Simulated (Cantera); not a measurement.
# Equilibrium for oxide etching and cleaning by halides: SiO2 + HBr + N2

Charge: 1 mol SiO2, 1.9 mol HBr, 46 mol N2, held at 0.200 bar.

Cantera equilibrium calculation (NASA polynomials, part measured and part estimated; ideal gas, pure solids and liquids). Candidate condensed phases: Br2, H2O, Si, SiO2, Si2N2O, Si3N4; 45 gas species. The tables hold silica as quartz up to 1696 K and as liquid above; real silica turns to tridymite and cristobalite and melts near 1996 K. The numbers say what is thermodynamically allowed, not how fast it happens.

From 925 K to 1525 K the condensed part is SiO2(β-quartz). The main Si-bearing gas is SiBr4 at 925 K and SiO at 1525 K.

```tsv
T (K)	log p N2	log p HBr	log p Br	log p H2	log p Br2	log p H2O	log p SiO	n SiO2(β-quartz)
925	-0.72	-2.10	-5.47	-5.39	-5.62	-7.07	<-12	1.000
975	-0.72	-2.10	-5.13	-5.17	-5.52	-6.92	<-12	1.000
1025	-0.72	-2.10	-4.84	-4.97	-5.45	-6.79	<-12	1.000
1075	-0.72	-2.10	-4.58	-4.76	-5.39	-6.67	<-12	1.000
1125	-0.72	-2.10	-4.35	-4.57	-5.35	-6.56	<-12	1.000
1175	-0.72	-2.11	-4.14	-4.39	-5.33	-6.46	-11.94	1.000
1225	-0.72	-2.11	-3.95	-4.22	-5.31	-6.37	-10.86	1.000
1275	-0.72	-2.11	-3.78	-4.05	-5.29	-6.29	-9.87	1.000
1325	-0.72	-2.11	-3.62	-3.90	-5.28	-6.22	-8.95	1.000
1375	-0.72	-2.12	-3.48	-3.76	-5.28	-6.14	-8.11	1.000
1425	-0.72	-2.13	-3.34	-3.64	-5.28	-6.05	-7.34	1.000
1475	-0.72	-2.14	-3.22	-3.52	-5.28	-5.93	-6.67	1.000
1525	-0.72	-2.15	-3.11	-3.41	-5.28	-5.75	-6.11	1.000
```
log p: log10 of the partial pressure in bar; n: condensed amount in mol.
